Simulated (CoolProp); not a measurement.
Vapour-liquid equilibrium of carbon monoxide (1) + methane (2) at -160.25 °C; x and y are mole fractions of (1).

The numbers come from the multi-fluid Helmholtz-energy mixture model, Lemmon 2006 and Setzmann 1991; pair parameters Kunz 2012 in CoolProp.

| x | bubble pressure (kPa) | y at the bubble point | dew pressure at overall composition x (kPa) | liquid density (mol/L) |
|---|---|---|---|---|
| 0.05 | 176.0 | 0.381 | 117.6 | 26.14 |
| 0.2 | 376.9 | 0.739 | 138.5 | 25.87 |
| 0.35 | 571.0 | 0.848 | 168.1 | 25.53 |
| 0.5 | 743.1 | 0.899 | 213.9 | 25.08 |
| 0.65 | 894.3 | 0.931 | 293.5 | 24.49 |
| 0.8 | 1040 | 0.958 | 465.8 | 23.74 |
| 0.95 | 1204 | 0.988 | 995.0 | 22.80 |

No azeotrope shows between x = 0.05 and 0.95.

Pair parameters are fitted to limited data, so mixtures are less certain than the pure fluids. The gap from Raoult's law changes sign with composition, which may be real or a fault of the pair parameters; it wasn't checked against measurements.
